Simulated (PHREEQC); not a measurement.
Buffer: an equilibrium model

Dissolve 0.016 mol/kgw H3PO4, 0.27 mol/kgw NaF and 0.0011 mol/kgw NaCl at 25 °C. Closed to the air; pH follows from the charge balance.

Equilibrium calculation in PHREEQC: ion-association model, wateq4f.dat.

Precipitation was switched off in this run.

Q: Predict the pH, activity of water.

A: pH 4.44; activity of water 0.991.

Q: In which forms is F present?

A: F- 85 %, NaF 5.9 %, HF2- 5.6 %, HF 3.0 % of the F.

H3PO4, which wateq4f.dat lacks, is added to it with the constant of phreeqc.dat.
